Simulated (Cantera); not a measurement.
Input: 1 mol SiC, 2.6 mol CO2, 18 mol H2, held at 0.133 bar.

Cantera equilibrium calculation (NASA polynomials, part measured and part estimated; ideal gas, pure solids and liquids). Candidate condensed phases: C, C6H6, C7H8, C8H18, H2O, Si, SiC, SiO2; 123 gas species. The tables hold silica as quartz up to 1696 K and as liquid above; real silica turns to tridymite and cristobalite and melts near 1996 K. Kinetics and transport are ignored. All values below are at 1423 K.

Base state: H2 0.849, CO 0.151, CH4 0.000366, H2O 5.27e-5, SiO 1.97e-5, H 1.68e-5 (mole fractions); condensed: C(graphite) + SiO2(β-quartz).

Question: What changes in the equilibrium state with this change: SiC replaced by Si?

Answer: 
| species | before | after |
|---|---|---|
| H2 | 0.849 | 0.846 |
| CO | 0.151 | 0.124 |
| H2O | 5.27e-5 | 0.0274 |
| SiO | 1.97e-5 | 3.79e-8 |
| CH4 | 0.000366 | 5.76e-7 |
| CO2 | 4.14e-6 | 0.00177 |
| H | 1.68e-5 | 1.67e-5 |
| C(graphite), mol | 0.393 | 0 |
| SiO2(β-quartz), mol | 1.000 | 1.000 |

Question: What changes in the equilibrium state with this change: pressure from 0.133 bar to 8.80 mbar?

Answer: 
```json
[
 {"species": "H2", "before": "0.849", "after": "0.837"},
 {"species": "CO", "before": "0.151", "after": "0.162"},
 {"species": "SiO", "before": "1.97e-5", "after": "0.00159"},
 {"species": "CH4", "before": "0.000366", "after": "8.83e-6"},
 {"species": "H2O", "before": "5.27e-5", "after": "9.76e-6"},
 {"species": "H", "before": "1.68e-5", "after": "6.48e-5"},
 {"species": "C(graphite), mol", "before": "0.393", "after": "0"},
 {"species": "SiO2(β-quartz), mol", "before": "1.000", "after": "0.844"},
 {"species": "SiC(s), mol", "before": "0", "after": "0.122"}
]
```
Mutual solubility and eutectic melting of coexisting phases are not modelled.
